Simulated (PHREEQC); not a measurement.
## Reverse-osmosis permeate (model solution)

Synthetic water in mg/kgw, 25 °C, pH 6.82, pe 0.5:

| constituent | mg/kgw |
|---|---|
| Na | 3.91 |
| K | 0.0513 |
| Ca | 6.32 |
| Mg | 0.275 |
| Cl | 7.86 |
| S(6) as SO4 | 11.3 |
| Alkalinity as HCO3 | 3.75 |
| Ba | 0.00836 |
| N(-3) as NH4 | 0.00408 |

Cl is adjusted to close the charge balance.
Valence states are taken as typed.

Equilibrium calculation in PHREEQC: ion-association model, phreeqc.dat.

- ionic strength: 0.000785 mol/kgw

```csv
species,molality,activity,log γ
Cl-,0.000213,0.000206,-0.014
Na+,0.000170,0.000165,-0.014
Ca+2,0.000155,0.000137,-0.055
SO4-2,0.000115,0.000101,-0.055
HCO3-,6.14e-5,5.95e-5,-0.014
CO2,2.02e-5,2.02e-5,0.000
Mg+2,1.11e-5,9.77e-6,-0.054
CaSO4,2.46e-6,2.46e-6,0.000
```

No solid was allowed to form.
